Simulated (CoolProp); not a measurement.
R365MFC at several states: Z from the reference equation and from simpler models built on Tc = 460.0 K, pc = 3.266 MPa, ω = 0.377; each cubic takes its own stable root.

Values from CoolProp's reference Helmholtz-energy equation of state, Lemmon 2016.

```tsv
T (K)	p (MPa)	phase	reference
394	3.92	liquid	0.1707
389.7	3.72	liquid	0.1620
403	0.4	gas	0.9272
280.5	0.0191	gas	0.9875
329.2	0.0238	gas	0.9916
256.5	2.74	liquid	0.1412
```

### Question
How far does each simpler model (van der Waals, Redlich-Kwong, Soave-Redlich-Kwong, Peng-Robinson) lie from the reference over these 6 states: mean and median of the absolute difference, and the worst?

### Answer
- van der Waals: mean 31.4 %, median 30.8 %, worst +65.7 % at 256.5 K and 2.74 MPa
- Redlich-Kwong: mean 8.0 %, median 6.9 %, worst +16.9 % at 394 K and 3.92 MPa
- Soave-Redlich-Kwong: mean 5.0 %, median 4.5 %, worst +10.4 % at 394 K and 3.92 MPa
- Peng-Robinson: mean 1.5 %, median 1.3 %, worst -3.5 % at 256.5 K and 2.74 MPa
